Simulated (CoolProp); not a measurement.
A single-stage vapour-compression cycle with the fluid: evaporating at 252.15 K (dew point), condensing at 302.15 K (bubble point), superheat 10 K, subcooling 0 K, compressor efficiency 0.7, no pressure losses. The same conditions are run with several fluids, on thermodynamics alone (safety and materials aside).

The numbers come from the reference Helmholtz-energy equation of state of each fluid (propane: Lemmon 2009; R236FA: Pan 2012; C3F8 (R218): Lemmon 2006; R407C: Lemmon 2003; R507A: Lemmon 2003; R227EA: Lemmon 2016) in CoolProp. Blends and air are pseudo-pure fits.

| fluid | cooling COP | pressure ratio | discharge temperature (K) | refrigerating effect (kJ/kg) | volumetric capacity (kJ/m³) |
|---|---|---|---|---|---|
| propane | 2.76 | 4.46 | 335.2 | 291 | 1470 |
| R236FA | 2.76 | 7.45 | [?] | 116 | 345 |
| C3F8 (R218) | 2.20 | [?] | 304.8 | 52.2 | 952 |
| R407C | 2.38 | 6.43 | 355.8 | 164 | 1410 |
| R507A | 2.55 | 4.70 | 329.5 | 117 | 1760 |
| R227EA | 2.58 | [?] | 311.4 | 84.9 | [?] |

**Question.** Fill in the missing entries.

**Answer.** 
- R236FA, discharge temperature (K): 319.4
- C3F8 (R218), pressure ratio: 4.91
- R227EA, pressure ratio: 6.22
- R227EA, volumetric capacity (kJ/m³): 567
